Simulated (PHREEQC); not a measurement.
Na3PO4 is added in steps, without added water, to 1 kg of water holding 0.01 mol HCl, at 5.3 °C. Oxygen alone is held at its pressure in air (log pO2 = -0.68). The system is closed to CO2. Only these solids could form: Halite.

Base run: PHREEQC, ion-association model, wateq4f.dat. Each further column changes one thing. The table gives H3PO4 (mol/kgw).

```json
[
 {"Na3PO4 added (mol)": "0", "base": "0", "database phreeqc.dat": "0", "metal-ligand complexes left out": "0", "Davies equation for every ion": "0", "all activity coefficients set to 1": "0"},
 {"Na3PO4 added (mol)": "0.00125", "base": "0.000497", "database phreeqc.dat": "0.000497", "metal-ligand complexes left out": "0.000497", "Davies equation for every ion": "0.000493", "all activity coefficients set to 1": "…"},
 {"Na3PO4 added (mol)": "0.0025", "base": "0.000716", "database phreeqc.dat": "0.000716", "metal-ligand complexes left out": "0.000716", "Davies equation for every ion": "0.000708", "all activity coefficients set to 1": "…"},
 {"Na3PO4 added (mol)": "0.00375", "base": "0.000570", "database phreeqc.dat": "0.000570", "metal-ligand complexes left out": "0.000570", "Davies equation for every ion": "0.000563", "all activity coefficients set to 1": "0.000653"},
 {"Na3PO4 added (mol)": "0.005", "base": "7.92e-6", "database phreeqc.dat": "7.92e-6", "metal-ligand complexes left out": "7.85e-6", "Davies equation for every ion": "7.87e-6", "all activity coefficients set to 1": "…"},
 {"Na3PO4 added (mol)": "0.00625", "base": "4.74e-8", "database phreeqc.dat": "4.74e-8", "metal-ligand complexes left out": "4.64e-8", "Davies equation for every ion": "4.75e-8", "all activity coefficients set to 1": "…"},
 {"Na3PO4 added (mol)": "0.0075", "base": "1.09e-8", "database phreeqc.dat": "1.09e-8", "metal-ligand complexes left out": "1.06e-8", "Davies equation for every ion": "1.09e-8", "all activity coefficients set to 1": "…"},
 {"Na3PO4 added (mol)": "0.00875", "base": "1.86e-9", "database phreeqc.dat": "1.86e-9", "metal-ligand complexes left out": "1.81e-9", "Davies equation for every ion": "1.86e-9", "all activity coefficients set to 1": "1.37e-9"},
 {"Na3PO4 added (mol)": "0.01", "base": "8.64e-13", "database phreeqc.dat": "9.18e-13", "metal-ligand complexes left out": "8.85e-13", "Davies equation for every ion": "8.70e-13", "all activity coefficients set to 1": "…"}
]
```

Problem. Some entries are withheld; supply them.

Solution. 
- 0.00125, all activity coefficients set to 1: 0.000553
- 0.0025, all activity coefficients set to 1: 0.000809
- 0.005, all activity coefficients set to 1: 7.61e-6
- 0.00625, all activity coefficients set to 1: 3.66e-8
- 0.0075, all activity coefficients set to 1: 8.19e-9
- 0.01, all activity coefficients set to 1: 5.32e-13

H3PO4, which wateq4f.dat lacks, is added to it with the constant of phreeqc.dat. At this temperature some constants are extrapolated from 25 °C, and those without enthalpy data are left unchanged. phreeqc.dat and wateq4f.dat share most of their constants, so their agreement is no independent check.
